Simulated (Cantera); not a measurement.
Feed: 1 mol AlCl3, 48 mol NH3, 23 mol N2, equilibrated at 1498.15 K and 1.33 mbar.

Cantera equilibrium calculation (NASA polynomials, part measured and part estimated; ideal gas, pure solids and liquids). Candidate condensed phases: Al, AlCl3, AlN, NH4Cl; 20 gas species. The tables' values for AlCl2 are old estimates; treat these amounts as uncertain. Equilibrium is a limit: real reactors are often held back by kinetics, nucleation or transport.

Base state: H2 0.587, N2 0.388, HCl 0.0159, AlCl 0.00778, H 0.000361, AlCl2 0.000357, AlCl3 0.000128 (mole fractions); condensed: gas only.

Problem. What changes in the equilibrium state with this change: temperature from 1498.15 K to 1200 K?

Solution. 
```
species        before     after
-----------  --------  --------
H2              0.587     0.588
N2              0.388     0.388
HCl            0.0159    0.0231
AlCl          0.00778   2.15e-5
AlCl3        0.000128  0.000615
H            0.000361   4.15e-6
AlCl2        0.000357   2.03e-5
AlN(s), mol         0     0.921
```
